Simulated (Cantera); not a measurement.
Input (Python, Cantera):

```python
import numpy as np
import cantera as ct

gas = ct.Solution("gri30.yaml")
gas.TPX = 1648, 1000000, {'CH4': 1, 'O2': 4, 'N2': 21.2, 'CO2': 0.68}
reactor = ct.IdealGasConstPressureReactor(gas, energy="on", clone=False)
net = ct.ReactorNet([reactor])
net.rtol, net.atol = 1e-08, 1e-16
show = ['CH4', 'O2', 'CO2', 'NO2', 'OH', 'CO', 'H2O']
times = np.geomspace(7e-06, 0.2, 16)

steps = ct.SolutionArray(gas, extra=["t"])
rows = []
print(f"{'t/s':>10s}{'T/K':>9s}{'P/Pa':>11s}" + "".join(f"{s:>11s}" for s in show))
for t in times:
    while net.time < t:
        t_next = net.step()
        steps.append(gas.state, t=t_next)
    rows.append([np.interp(t, steps.t, y) for y in (steps.T, steps.P, *steps(*show).X.T)])
    print(f"{t:10.3e}{rows[-1][0]:9.1f}{rows[-1][1]:11.4g}" + "".join(f"{x:11.3e}" for x in rows[-1][2:]))
rate = np.gradient(steps.T, steps.t)
print("integrator steps:", len(steps.t))
if steps.T.max() > steps.T[0] + 200:
    print(f"time of steepest temperature rise: {steps.t[rate.argmax()]:.4e} s")
gas.TPX = 1648, 1000000, {'CH4': 1, 'O2': 4, 'N2': 21.2, 'CO2': 0.68}
gas.equilibrate("HP")
print(f"equilibrium (HP): T = {gas.T:.1f} K  " + "  ".join(f"{s} {gas[s].X[0]:.3e}" for s in show))
```

Output:

```
       t/s      T/K       P/Pa        CH4         O2        CO2        NO2         OH         CO        H2O
 7.000e-06   1647.9      1e+06  3.714e-02  1.488e-01  2.530e-02  2.183e-15  5.622e-07  4.009e-07  2.805e-05
 1.387e-05   1648.2      1e+06  3.697e-02  1.487e-01  2.530e-02  2.858e-14  1.565e-06  5.291e-06  1.321e-04
 2.749e-05   1651.6      1e+06  3.596e-02  1.481e-01  2.530e-02  6.493e-13  5.777e-06  1.092e-04  8.383e-04
 5.449e-05   1784.6      1e+06  1.809e-02  1.294e-01  2.565e-02  2.605e-10  2.324e-04  1.001e-02  2.177e-02
 1.080e-04   2385.6      1e+06  4.829e-17  7.386e-02  6.066e-02  1.680e-07  3.839e-03  1.690e-03  7.194e-02
 2.140e-04   2388.5      1e+06  1.744e-18  7.374e-02  6.095e-02  3.336e-07  3.700e-03  1.417e-03  7.206e-02
 4.241e-04   2388.2      1e+06  1.820e-19  7.365e-02  6.095e-02  6.708e-07  3.695e-03  1.415e-03  7.207e-02
 8.405e-04   2387.5      1e+06  1.786e-19  7.348e-02  6.095e-02  1.325e-06  3.684e-03  1.411e-03  7.207e-02
 1.666e-03   2386.2      1e+06  1.761e-19  7.315e-02  6.096e-02  2.565e-06  3.663e-03  1.403e-03  7.209e-02
 3.301e-03   2383.7      1e+06  1.716e-19  7.256e-02  6.098e-02  4.804e-06  3.626e-03  1.390e-03  7.211e-02
 6.542e-03   2379.8      1e+06  1.642e-19  7.160e-02  6.100e-02  8.442e-06  3.566e-03  1.368e-03  7.215e-02
 1.297e-02   2374.6      1e+06  1.549e-19  7.033e-02  6.103e-02  1.320e-05  3.488e-03  1.339e-03  7.220e-02
 2.569e-02   2370.1      1e+06  1.470e-19  6.923e-02  6.106e-02  1.728e-05  3.422e-03  1.315e-03  7.224e-02
 5.092e-02   2368.2      1e+06  1.439e-19  6.878e-02  6.107e-02  1.895e-05  3.395e-03  1.305e-03  7.226e-02
 1.009e-01   2368.0      1e+06  1.436e-19  6.874e-02  6.107e-02  1.913e-05  3.392e-03  1.304e-03  7.226e-02
 2.000e-01   2368.0      1e+06  1.436e-19  6.874e-02  6.107e-02  1.913e-05  3.392e-03  1.304e-03  7.226e-02
integrator steps: 1657
time of steepest temperature rise: 5.7780e-05 s
equilibrium (HP): T = 2368.0 K  CH4 2.156e-19  O2 6.874e-02  CO2 6.107e-02  NO2 1.913e-05  OH 3.392e-03  CO 1.304e-03  H2O 7.226e-02
```

Cantera simulation using GRI-Mech 3.0 (53 species, 325 reactions); the numbers are that mechanism's predictions, not measurements.
